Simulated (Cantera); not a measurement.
Cantera run:

```python
import numpy as np
import cantera as ct

gas_names = """
    C CH CH2 CH3 CH2OH CH3O CH4 CH3OH CO CO2 COOH C2 C2H CHCO,ketyl C2H2,acetylene C2H2,vinylidene
    CH2CO,ketene C2H3,vinyl CH3CO,acetyl C2H4 C2H4O,ethylen CH3CHO,ethanal CH3COOH (HCOOH)2 C2H5 C2H6
    CH3OCH3 C2H5OH C2O C3 C3H3,propargyl C3H4,allene C3H4,propyne C3H4,cyclo- C3H5,allyl C3H6,propylene
    C3H6,cyclo- C3H6O C3H7,n-propyl C3H7,i-propyl C3H8 C3H8O,1propanol C3H8O,2propanol C3O2 C4 C4H2
    C4H4,1,3-cyclo- C4H6,butadiene C4H6,2-butyne C4H6,cyclo- C4H8,1-butene C4H8,cis2-buten
    C4H8,tr2-butene C4H8,isobutene C4H8,cyclo- (CH3COOH)2 C4H9,n-butyl C4H9,i-butyl C4H9,s-butyl
    C4H9,t-butyl C4H10,isobutane C4H10,n-butane C5 C5H6,1,3cyclo- C5H8,cyclo- C5H10,1-pentene
    C5H10,cyclo- C5H11,pentyl C5H11,t-pentyl C5H12,n-pentane C5H12,i-pentane CH3C(CH3)2CH3 C6H2
    C6H5,phenyl C6H5O,phenoxy C6H6 C6H5OH,phenol C6H10,cyclo- C6H12,1-hexene C6H12,cyclo- C6H13,n-hexyl
    C7H7,benzyl C7H8 C7H8O,cresol C7H14,1-heptene C7H15,n-heptyl C7H16,n-heptane C8H8,styrene
    C8H10,ethylbenz C8H16,1-octene C8H17,n-octyl C8H18,isooctane C8H18,n-octane C9H19,n-nonyl
    C10H8,naphthale C10H21,n-decyl C12H9,o-bipheny C12H10,bipheny H HCO HO2 H2 HCHO,formaldehy HCOOH H2O
    H2O2 O OH O2 O3 Si SiC SiC2 SiC4H12 SiH SiH2 SiH3 SiH4 SiO SiO2 Si2 Si2C Si3
""".split()
cond_names = """
    C(gr) C6H6(L) C7H8(L) C8H18(L),n-octa H2O(s) H2O(L) Si(cr) Si(L) SiC(b) SiO2(Lqz) SiO2(hqz) SiO2(L)
""".split()


def load(file, names, dense=False):
    # The tables refer to 1 bar. Condensed volumes are neglected.
    table = {s.name: s for s in ct.Species.list_from_file(file)}
    out = []
    for n in names:
        d = dict(table[n].input_data)
        d["thermo"] = dict(d["thermo"], **{"reference-pressure": 1e5})
        if dense:
            d["equation-of-state"] = {"model": "constant-volume", "density": "1e6 g/cm^3"}
        out.append(ct.Species.from_dict(d))
    return out


gas = ct.Solution(thermo="ideal-gas", species=load("nasa_gas.yaml", gas_names))
cond = {s.name: ct.Solution(thermo="fixed-stoichiometry", species=[s], name=s.name)
        for s in load("nasa_condensed.yaml", cond_names, dense=True)}
atoms = {
    'TEOS': {'Si': 1, 'C': 8, 'H': 20, 'O': 4},
    'O2': {'O': 2},
}
top_T = {'C(gr)': 4500, 'SiC(b)': 3050}  # K; cautious upper limits of use, not melting points


def equilibrate(T, P, feed):
    n = {}
    for name, mol in feed.items():
        for a, k in atoms[name].items():
            n[a] = n.get(a, 0.0) + k * mol
    gas.TPX = T, P, n
    mass = sum(n.values()) * gas.mean_molecular_weight
    gas.equilibrate("TP")
    valid = [c for c in cond.values() if c.min_temp <= T <= top_T.get(c.name, c.max_temp)]
    mix = ct.Mixture([(gas, mass / gas.mean_molecular_weight)] + [(c, 0.0) for c in valid])
    mix.T, mix.P = T, P
    mix.equilibrate("TP", solver="vcs", rtol=1e-11, max_steps=5000)
    return mix


results = []
T = 1623  # K
P = 31000  # Pa
for m in [3.2, 4.4, 6.1, 8.4, 11, 16, 22, 30]:
    feed = {'TEOS': 1, 'O2': m}  # mol
    mix = equilibrate(T, P, feed)
    results.append((T, P, feed, dict(zip(mix.species_names, mix.species_moles))))

top = {s: max(r[3][s] / sum(r[3][g] for g in gas_names) for r in results) for s in gas_names}
cols = sorted((s for s in top if top[s] > 1e-05), key=lambda s: -top[s])[:7]
seen = [c for c in cond_names if any(r[3].get(c, 0) > 1e-12 for r in results)]
print("log10 of partial pressures in bar; condensed amounts in mol")
print(f"{'n(O2)':>10s}" + "".join(f"{s[:9]:>10s}" for s in cols + seen))
for T, P, feed, n in results:
    ng = sum(n[g] for g in gas_names)
    print(f"{feed['O2']:10.4g}" + "".join(f"{np.log10(max(n[s] / ng * P / 1e5, 1e-99)):10.3f}" for s in cols)
          + "".join(f"{n.get(c, 0):10.4g}" for c in seen))
```

Output:

```
log10 of partial pressures in bar; condensed amounts in mol
     n(O2)        H2       H2O        O2        CO       CO2        OH         H SiO2(hqz)
       3.2    -0.778    -2.263   -13.096    -0.865    -2.842    -7.413    -4.549    0.9999
       4.4    -0.869    -1.431   -11.249    -0.898    -1.951    -6.535    -4.595         1
       6.1    -1.025    -1.109   -10.292    -0.963    -1.538    -6.135    -4.673         1
       8.4    -1.315    -0.907    -9.310    -1.122    -1.206    -5.789    -4.818         1
        11    -1.967    -0.792    -7.775    -1.626    -0.943    -5.347    -5.144         1
        16    -5.289    -0.851    -1.249    -4.894    -0.948    -3.745    -6.805         1
        22    -5.541    -0.956    -0.956    -5.146    -1.053    -3.724    -6.931         1
        30    -5.723    -1.065    -0.810    -5.328    -1.162    -3.743    -7.022         1
```

Cantera equilibrium calculation (NASA polynomials, part measured and part estimated; ideal gas, pure solids and liquids). The feed counts by its element totals alone. The tables hold silica as quartz up to 1696 K and as liquid above; real silica turns to tridymite and cristobalite and melts near 1996 K. Gases not in the tables: Si(OH)4.
